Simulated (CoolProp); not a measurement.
A single-stage vapour-compression cycle with propane: evaporating at 199.15 K (dew point), condensing at 222.15 K (bubble point), superheat 10 K, subcooling 2 K, compressor efficiency 0.9, no pressure losses. Each further row changes one setting.

Values from CoolProp's reference Helmholtz-energy equation of state, Lemmon 2009.

```csv
case,cooling COP,pressure ratio,discharge temperature (K),refrigerating effect (kJ/kg),volumetric capacity (kJ/m³)
as stated,7.15,3.51,253.1,424,208
evaporating temperature 204.15 K,9.54,[?],247.8,[?],279
condensing temperature 217.15 K,9.28,2.74,244.3,435,214
subcooling 7 K,[?],3.51,253.1,435,214
superheat 20 K,7.04,3.51,[?],[?],205
compressor efficiency 0.8,6.35,3.51,[?],424,208
```

**Question.** Some entries are withheld; supply them.

**Answer.** 
- evaporating temperature 204.15 K, pressure ratio: 2.60
- evaporating temperature 204.15 K, refrigerating effect (kJ/kg): 431
- subcooling 7 K, cooling COP: 7.33
- superheat 20 K, discharge temperature (K): 263.8
- superheat 20 K, refrigerating effect (kJ/kg): 438
- compressor efficiency 0.8, discharge temperature (K): 258.1
